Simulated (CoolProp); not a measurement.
A simple Rankine cycle with fluoroethane (R161): condensing at 308.15 K, boiler at 3.83 MPa, turbine inlet 366.1 K, turbine efficiency 0.75, pump efficiency 0.6, no recuperator. Each further row changes one setting.

Computed with CoolProp (reference Helmholtz-energy equation of state, Wu 2012).

| case | thermal efficiency (%) | net work (kJ/kg) | heat in (kJ/kg) | turbine exit temperature (K) | volume ratio over the turbine |
|---|---|---|---|---|---|
| as stated | 8.1 | 26.9 | 332 | 308.2 | 3.52 |
| turbine inlet 386.1 K | 8.8 | 34.2 | 388 | 327.4 | 3.28 |
| condensing temperature 300.15 K | 9.3 | 32.7 | 350 | 300.2 | 4.35 |
| boiler pressure 2.68 MPa | 6.6 | 24.8 | 378 | 327.3 | 2.24 |
| turbine efficiency 0.65 | 6.8 | 22.5 | 332 | 308.2 | 3.57 |

The expansion ends wet for: as stated; condensing temperature 300.15 K; turbine efficiency 0.65.
